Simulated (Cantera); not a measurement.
# Al(CH₃)₃ + O₂ + H₂ (aluminium nitride and oxide growth)

Feed: 1 mol Al(CH₃)₃, 6.8 mol O₂, a varied amount of H₂, at 1125 °C and 6.40 mbar.

Equilibrium computed with Cantera from the NASA thermochemical tables; the gas is ideal and each condensed phase is pure. Candidate condensed phases: Al, Al₂O₃, C, C₆H₆, C₇H₈, C₈H₁₈, H₂O; 121 gas species. The feed counts by its element totals alone. The numbers say what is thermodynamically allowed, not how fast it happens.

From 54 mol H₂ to 560 mol H₂ the condensed part is Al₂O₃(s).

| n(H₂) (mol) | x H₂ | x H₂O | x CO | x CO₂ | x H | x OH | n Al₂O₃(s) |
|---|---|---|---|---|---|---|---|
| 54 | 0.807 | 0.144 | 0.0451 | 0.00372 | 5.31e-5 | 1.87e-7 | 0.500 |
| 76 | 0.857 | 0.107 | 0.0340 | 0.00196 | 5.48e-5 | 1.35e-7 | 0.500 |
| 110 | 0.898 | 0.0765 | 0.0246 | 0.000967 | 5.60e-5 | 9.41e-8 | 0.500 |
| 150 | 0.924 | 0.0572 | 0.0185 | 0.000531 | 5.68e-5 | 6.95e-8 | 0.500 |
| 210 | 0.945 | 0.0416 | 0.0135 | 0.000275 | 5.75e-5 | 4.99e-8 | 0.500 |
| 290 | 0.959 | 0.0304 | 0.00994 | 0.000146 | 5.79e-5 | 3.62e-8 | 0.500 |
| 400 | 0.970 | 0.0223 | 0.00728 | 7.73e-5 | 5.83e-5 | 2.63e-8 | 0.500 |
| 560 | 0.979 | 0.0160 | 0.00525 | 3.97e-5 | 5.85e-5 | 1.89e-8 | 0.500 |
x: gas mole fraction; n: condensed amount in mol.
